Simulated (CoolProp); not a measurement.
Saturated liquid density (kg/m³) of isobutene: the reference equation beside estimates from Tc = 418.1 K, pc = 4.016 MPa, ω = 0.193. Rackett uses Z = 0.29056 − 0.08775 ω.

Model: reference Helmholtz-energy equation of state, Lemmon 2005, in CoolProp. It is a short technical equation, of lower accuracy than the large ones.

```json
[
 {"T (K)": "308.9", "reference": "574.7", "Rackett": "572.7", "van der Waals": "356.9"},
 {"T (K)": "314.6", "reference": "567.1", "Rackett": "565.1", "van der Waals": "352.1"},
 {"T (K)": "320.3", "reference": "559.4", "Rackett": "557.3", "van der Waals": "347.1"},
 {"T (K)": "326", "reference": "551.4", "Rackett": "549.2", "van der Waals": "342.0"},
 {"T (K)": "331.7", "reference": "543.2", "Rackett": "540.9", "van der Waals": "336.7"},
 {"T (K)": "337.4", "reference": "534.6", "Rackett": "532.3", "van der Waals": "331.2"},
 {"T (K)": "343.1", "reference": "525.8", "Rackett": "523.5", "van der Waals": "325.5"},
 {"T (K)": "348.8", "reference": "516.6", "Rackett": "514.3", "van der Waals": "319.5"},
 {"T (K)": "354.5", "reference": "507.0", "Rackett": "504.7", "van der Waals": "313.3"},
 {"T (K)": "360.2", "reference": "497.0", "Rackett": "494.7", "van der Waals": "306.8"},
 {"T (K)": "365.9", "reference": "486.4", "Rackett": "484.2", "van der Waals": "300.0"},
 {"T (K)": "371.7", "reference": "474.9", "Rackett": "472.9", "van der Waals": "292.6"},
 {"T (K)": "377.4", "reference": "462.8", "Rackett": "461.0", "van der Waals": "284.9"},
 {"T (K)": "383.1", "reference": "449.7", "Rackett": "448.2", "van der Waals": "276.6"}
]
```

Absolute difference from the reference over all 14 rows, mean and median: Rackett 0.4 and 0.4 %, van der Waals 38.2 and 38.1 %.
